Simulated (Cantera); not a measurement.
**Thermodynamics of abatement and gas-phase synthesis, feed HF + O₂**

Input: 1 mol HF, 0.36 mol O₂, equilibrated at 130 bar.

Cantera equilibrium calculation (NASA polynomials, part measured and part estimated; ideal gas, pure solids and liquids). Candidate condensed phases: H₂O; 22 gas species. The ideal-gas law is rough above about 30 bar. Kinetics and transport are ignored.

From 2000 °C to 3100 °C nothing is condensed.

| T (°C) | x HF | x O₂ | x F | x O | x OH | x H₂O | x H | x H₂F₂ |
|---|---|---|---|---|---|---|---|---|
| 2000 | 0.733 | 0.264 | 0.00137 | 0.000191 | 0.000162 | 0.000608 | 3.16e-7 | 0.000464 |
| 2100 | 0.732 | 0.264 | 0.00197 | 0.000338 | 0.000275 | 0.000850 | 8.23e-7 | 0.000442 |
| 2200 | 0.731 | 0.263 | 0.00275 | 0.000570 | 0.000447 | 0.00115 | 1.98e-6 | 0.000423 |
| 2300 | 0.730 | 0.263 | 0.00374 | 0.000924 | 0.000698 | 0.00152 | 4.45e-6 | 0.000406 |
| 2400 | 0.728 | 0.262 | 0.00498 | 0.00144 | 0.00105 | 0.00196 | 9.41e-6 | 0.000391 |
| 2500 | 0.726 | 0.261 | 0.00650 | 0.00219 | 0.00153 | 0.00248 | 1.88e-5 | 0.000378 |
| 2600 | 0.723 | 0.259 | 0.00834 | 0.00321 | 0.00218 | 0.00306 | 3.59e-5 | 0.000365 |
| 2700 | 0.720 | 0.258 | 0.0105 | 0.00459 | 0.00301 | 0.00372 | 6.53e-5 | 0.000354 |
| 2800 | 0.716 | 0.255 | 0.0131 | 0.00641 | 0.00406 | 0.00445 | 0.000114 | 0.000342 |
| 2900 | 0.711 | 0.252 | 0.0161 | 0.00874 | 0.00535 | 0.00523 | 0.000193 | 0.000331 |
| 3000 | 0.706 | 0.249 | 0.0195 | 0.0117 | 0.00692 | 0.00606 | 0.000315 | 0.000321 |
| 3100 | 0.699 | 0.245 | 0.0234 | 0.0153 | 0.00879 | 0.00693 | 0.000498 | 0.000310 |
x: gas mole fraction; nothing condenses.
